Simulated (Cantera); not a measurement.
# Equilibrium for thermal oxidation and active oxidation of silicon: Si + H2O + N2

Charge: 1 mol Si, 0.0016 mol H2O, a varied amount of N2, at 1773.15 K and 2.00 Pa.

Cantera equilibrium calculation (NASA polynomials, part measured and part estimated; ideal gas, pure solids and liquids). Candidate condensed phases: H2O, Si, SiO2, Si2N2O, Si3N4; 35 gas species. The tables' values for SiN are old estimates; treat these amounts as uncertain. Equilibrium is a limit: real reactors are often held back by kinetics, nucleation or transport.

```json
[
 {"n(N2) (mol)": "1.4", "log p N2": "-4.75", "log p Si": "-5.67", "log p H": "-7.60", "log p SiO": "-7.69", "log p Si2": "-7.93", "n Si(l)": "0.826"},
 {"n(N2) (mol)": "1.8", "log p N2": "-4.75", "log p Si": "-5.67", "log p H": "-7.68", "log p SiO": "-7.80", "log p Si2": "-7.93", "n Si(l)": "0.777"},
 {"n(N2) (mol)": "2.3", "log p N2": "-4.75", "log p Si": "-5.67", "log p H": "-7.76", "log p SiO": "-7.91", "log p Si2": "-7.93", "n Si(l)": "0.716"},
 {"n(N2) (mol)": "3", "log p N2": "-4.75", "log p Si": "-5.67", "log p H": "-7.85", "log p SiO": "-8.02", "log p Si2": "-7.93", "n Si(l)": "0.630"},
 {"n(N2) (mol)": "3.8", "log p N2": "-4.75", "log p Si": "-5.67", "log p H": "-7.94", "log p SiO": "-8.12", "log p Si2": "-7.93", "n Si(l)": "0.532"},
 {"n(N2) (mol)": "4.9", "log p N2": "-4.75", "log p Si": "-5.67", "log p H": "-8.03", "log p SiO": "-8.23", "log p Si2": "-7.93", "n Si(l)": "0.398"},
 {"n(N2) (mol)": "6.4", "log p N2": "-4.75", "log p Si": "-5.67", "log p H": "-8.13", "log p SiO": "-8.35", "log p Si2": "-7.93", "n Si(l)": "0.214"},
 {"n(N2) (mol)": "8.2", "log p N2": "-4.75", "log p Si": "-5.67", "log p H": "-8.22", "log p SiO": "-8.46", "log p Si2": "-7.93", "n Si(l)": "0"},
 {"n(N2) (mol)": "11", "log p N2": "-4.74", "log p Si": "-5.79", "log p H": "-8.32", "log p SiO": "-8.57", "log p Si2": "-8.16", "n Si(l)": "0"},
 {"n(N2) (mol)": "14", "log p N2": "-4.73", "log p Si": "-5.88", "log p H": "-8.41", "log p SiO": "-8.67", "log p Si2": "-8.35", "n Si(l)": "0"},
 {"n(N2) (mol)": "18", "log p N2": "-4.72", "log p Si": "-5.98", "log p H": "-8.51", "log p SiO": "-8.77", "log p Si2": "-8.55", "n Si(l)": "0"},
 {"n(N2) (mol)": "23", "log p N2": "-4.72", "log p Si": "-6.08", "log p H": "-8.60", "log p SiO": "-8.88", "log p Si2": "-8.75", "n Si(l)": "0"},
 {"n(N2) (mol)": "30", "log p N2": "-4.71", "log p Si": "-6.19", "log p H": "-8.71", "log p SiO": "-8.99", "log p Si2": "-8.97", "n Si(l)": "0"}
]
```
log p: log10 of the partial pressure in bar; n: condensed amount in mol.

From 1.4 mol N2 to 6.4 mol N2 the condensed part is Si(l). From 8.2 mol N2 to 30 mol N2 nothing is condensed. The main Si-bearing gas is Si throughout.
